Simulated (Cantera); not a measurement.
Standard-state values (1 bar) from the NASA 1993 polynomials, evaluated with Cantera. Values are per mole of reaction as written; species without (g) are pure solids or liquids, kept so even where they would boil at 1 bar.

Between 300 and 1975 K, where is each reaction favourable under standard conditions?
- O(g) + N2(g) → N2O(g)
- O2(g) + 2 N(g) → 2 NO(g)


- O(g) + N2(g) → N2O(g): ΔG° is -128 kJ at 300 K and 102 kJ at 1975 K; it changes sign between 1175 and 1275 K. ΔH° is -167 kJ and ΔS° -136 J/K at 1975 K.
- O2(g) + 2 N(g) → 2 NO(g): ΔG° is -736 kJ at 300 K and -563 kJ at 1975 K; it stays negative (K > 1). ΔH° is -777 kJ and ΔS° -108 J/K at 1975 K.
